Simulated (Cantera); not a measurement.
A closed system holds: 1 mol Si3N4, 0.023 mol CO2, 63 mol H2, at 0.165 Torr.

These are equilibrium values from Cantera (NASA tables, ideal gas, pure condensed phases), not measurements of a reactor. Candidate condensed phases: C, C6H6, C7H8, C8H18, H2O, Si, SiC, SiO2, Si2N2O, Si3N4; 151 gas species. Mutual solubility and eutectic melting of coexisting phases are not modelled. The tables' values for SiN are old estimates; treat these amounts as uncertain. Gases not in the tables: Si2H6 and higher silanes. Equilibrium is a limit: real reactors are often held back by kinetics, nucleation or transport.

x: gas mole fraction; n: condensed amount in mol.

```csv
T (°C),x H2,x N2,x H,x Si,x SiO,x SiH,n SiC(s),n Si2N2O(s),n Si3N4(s),n Si(s),n Si(l)
952,0.999,0.000487,2.10e-5,1.08e-8,…,2.05e-9,0.0230,0.0459,0.962,0,0
1002,0.999,0.00115,4.97e-5,8.76e-8,…,1.24e-8,0.0230,0.0456,0.941,0.0631,0
1052,0.996,0.00432,0.000110,4.29e-7,…,4.60e-8,0.0230,0.0440,0.841,0.363,0
1102,0.985,0.0146,0.000229,1.87e-6,…,1.55e-7,0.0228,0.0368,0.514,1.35,0
1152,0.968,0.0307,0.000453,7.32e-6,0.000693,4.75e-7,0.0220,0,0,2.93,0
1202,0.968,0.0307,0.000860,2.61e-5,0.000690,1.36e-6,0.0218,0,0,2.93,0
1252,0.967,0.0307,0.00157,8.58e-5,0.000686,3.63e-6,0.0216,0,0,2.93,0
1302,0.966,0.0307,0.00275,0.000261,0.000682,9.09e-6,0.0212,0,0,2.92,0
1352,0.963,0.0306,0.00467,0.000740,0.000677,2.15e-5,0.0207,0,0,2.88,0
1402,0.959,0.0306,0.00767,0.00197,0.000671,4.81e-5,0.0197,0,0,2.80,0
1452,0.952,0.0304,0.0122,0.00461,0.000657,9.54e-5,0.0173,0,0,0,2.62
1502,0.940,0.0301,0.0189,0.00998,0.000637,0.000176,0.0117,0,0,0,2.24
```

Q: Complete the blanks.

A: 
- 952, x SiO: 8.73e-7
- 1002, x SiO: 6.16e-6
- 1052, x SiO: 3.14e-5
- 1102, x SiO: 0.000142
